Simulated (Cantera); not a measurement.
A closed system holds: 1 mol Pb, 0.072 mol O2, 0.16 mol H2, at 1600 K and 0.180 bar.

Method: chemical equilibrium by Gibbs-energy minimisation in Cantera with the NASA 1993 tables (ideal gas, pure condensed phases). Candidate condensed phases: H2O, Pb, PbO, PbO2, Pb3O4; 12 gas species. Gases not in the tables: (PbO)n polymers. Equilibrium is a limit: real reactors are often held back by kinetics, nucleation or transport.

Base state: H2O 0.593, Pb 0.337, H2 0.0682, PbO 0.00208, Pb2 0.000255, H 3.35e-5, OH 1.14e-5 (mole fractions); condensed: Pb(l).

### Question
What changes in the equilibrium state with this change: temperature from 1600 K to 573.15 K?

### Answer
```json
[
 {"species": "H2O", "before": "0.593", "after": "0.900"},
 {"species": "H2", "before": "0.0682", "after": "0.100"},
 {"species": "Pb", "before": "0.337", "after": "<1e-9"},
 {"species": "PbO", "before": "0.00208", "after": "<1e-9"},
 {"species": "Pb2", "before": "0.000255", "after": "<1e-9"},
 {"species": "H", "before": "3.35e-5", "after": "<1e-9"},
 {"species": "OH", "before": "1.14e-5", "after": "<1e-9"},
 {"species": "Pb(l), mol", "before": "0.918", "after": "0"},
 {"species": "Pb(s), mol", "before": "0", "after": "1.00"}
]
```
